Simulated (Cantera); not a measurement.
What does this Cantera script print?

```python
import numpy as np
import cantera as ct

gas = ct.Solution("h2o2.yaml")
gas.TPX = 673, 94000, {'H2': 1, 'O2': 0.312, 'N2': 1.17}
flame = ct.FreeFlame(gas, width=0.042)
flame.set_refine_criteria(ratio=3, slope=0.08, curve=0.16)
flame.transport_model = "mixture-averaged"
flame.solve(loglevel=0, auto=True)
z, T = flame.grid, flame.T
thick = (T[-1] - T[0]) / np.gradient(T, z).max()
show = ['H2', 'O2', 'H2O2', 'H', 'O', 'OH']
print(f"laminar burning velocity  {flame.velocity[0] * 100:.3f} cm/s")
print(f"burnt temperature         {T[-1]:.1f} K")
print(f"thermal thickness         {thick * 1e3:.4f} mm")
print(f"grid points               {len(z)}")
z0 = z[flame.heat_release_rate.argmax()]
print(f"{'z/mm':>9s}{'T/K':>9s}{'u/(m/s)':>9s}" + "".join(f"{s:>11s}" for s in show))
rows = []
for k in (-3, -2, -1.5, -1, -0.5, -0.25, 0, 0.25, 0.5, 1, 2, 4, 8):
    zz = z0 + k * thick
    rows.append([k * thick, np.interp(zz, z, T), np.interp(zz, z, flame.velocity),
                 *(np.interp(zz, z, flame.X[gas.species_index(s)]) for s in show)])
    print(f"{rows[-1][0] * 1e3:9.3f}{rows[-1][1]:9.1f}{rows[-1][2]:9.3f}" + "".join(f"{x:11.3e}" for x in rows[-1][3:]))
```

It prints:

```
laminar burning velocity  1097.048 cm/s
burnt temperature         2469.5 K
thermal thickness         0.5116 mm
grid points               138
     z/mm      T/K  u/(m/s)         H2         O2       H2O2          H          O         OH
   -1.535    673.0   10.970  4.029e-01  1.257e-01  2.600e-14  1.198e-14  4.487e-16  3.521e-17
   -1.023    673.0   10.970  4.029e-01  1.257e-01  4.256e-14  1.207e-11  3.317e-13  2.900e-14
   -0.767    673.0   10.970  4.029e-01  1.257e-01  1.661e-12  1.667e-09  3.802e-11  3.634e-12
   -0.512    673.0   10.971  4.029e-01  1.257e-01  5.639e-10  3.908e-07  6.583e-09  1.357e-09
   -0.256    690.1   11.217  4.000e-01  1.255e-01  1.772e-06  5.079e-04  1.589e-05  7.070e-05
   -0.128    871.4   13.913  3.686e-01  1.199e-01  4.695e-06  1.115e-02  4.805e-04  6.677e-04
    0.000   1289.0   19.984  2.441e-01  7.314e-02  2.604e-06  6.412e-02  5.620e-03  3.839e-03
    0.128   1573.7   24.103  1.472e-01  1.784e-02  1.564e-06  9.991e-02  7.179e-03  7.916e-03
    0.256   1697.5   25.805  1.327e-01  6.591e-03  1.035e-06  9.818e-02  6.078e-03  9.551e-03
    0.512   1829.4   27.554  1.371e-01  4.134e-03  6.151e-07  8.438e-02  5.107e-03  1.076e-02
    1.023   1973.5   29.407  1.444e-01  2.977e-03  3.326e-07  6.743e-02  3.878e-03  1.125e-02
    2.046   2115.9   31.178  1.511e-01  1.908e-03  1.801e-07  5.079e-02  2.563e-03  1.072e-02
    4.093   2243.4   32.718  1.568e-01  1.060e-03  1.023e-07  3.600e-02  1.453e-03  9.160e-03
```

Computed with Cantera and the H2/O2 subset of GRI-Mech 3.0, which has no nitrogen chemistry. Burning velocities carry a grid error of a few per cent, more on coarse grids.
